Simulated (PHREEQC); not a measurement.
A column of 1 m (30 cells, dispersivity 0.035 m, 3600 s a shift, diffusion coefficient 3e-10 m²/s) holds 0.21 eq of the database's cation exchanger X per kg of pore water, first in equilibrium with 0.015 mol KCl, 0.0045 mol MgCl2 and 1e-05 mol HCl per kg of water. It is flushed with 0.0012 mol CdCl2, 0.083 mol ZnSO4 and 1e-05 mol HCl per kg of water, at 15 °C. Values are for the last cell. CO2 from the air is kept out. Precipitation was switched off in this run.

The series has 31 steps of pore volumes, from 0 to 5.017.

Model: ion-association model, phreeqc.dat, run in PHREEQC.

Problem. After how many pore volumes does S at the outlet first reach half of its feed value?

Solution. By 1.0 pore volumes.

Problem. After how many pore volumes does Zn at the outlet first reach half of its feed value?

Solution. By 2.2 pore volumes.

Problem. After how many pore volumes does Cd at the outlet first reach half of its feed value?

Solution. By 1.9 pore volumes.

Species that the database lacks are ignored.
